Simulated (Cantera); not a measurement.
A perfectly stirred reactor is fed with CH4 : C2H6 : O2 : N2 = 1 : 0.093 : 1.37 : 5.14 (molar parts), equivalence ratio 1.7, at 1.30 bar; it is adiabatic with a 625 K inlet, and is followed from long to short residence time, starting on the burning branch (τ in s: 0.47, 0.17, 0.062, 0.023, 0.0082, 0.003, 0.0011, 0.0004, 0.00015, 5.3e-05, 1.9e-05).

Cantera simulation using GRI-Mech 3.0 (53 species, 325 reactions); the numbers are that mechanism's predictions, not measurements.

### Question
Predict: blow-out, bracketed by the residence times tried; x(CH4) at τ = 0.470 s; x(C2H6) at τ = 0.470 s; x(O2) at τ = 0.470 s; x(C2H4) at τ = 0.470 s; x(CH4) at τ = 3.00 ms; x(C2H6) at τ = 3.00 ms; x(O2) at τ = 3.00 ms; x(C2H4) at τ = 3.00 ms; x(H2O2) at τ = 3.00 ms.

### Answer
| Property | Value |
|---|---|
| blow-out, bracketed by the residence times tried | burning at 0.400 ms, out at 0.150 ms |
| x(CH4) at τ = 0.470 s | 0.000489 |
| x(C2H6) at τ = 0.470 s | 7.45e-8 |
| x(O2) at τ = 0.470 s | 3.13e-5 |
| x(C2H4) at τ = 0.470 s | 6.22e-7 |
| x(CH4) at τ = 3.00 ms | 0.00488 |
| x(C2H6) at τ = 3.00 ms | 1.55e-5 |
| x(O2) at τ = 3.00 ms | 0.00235 |
| x(C2H4) at τ = 3.00 ms | 0.000141 |
| x(H2O2) at τ = 3.00 ms | 4.86e-8 |
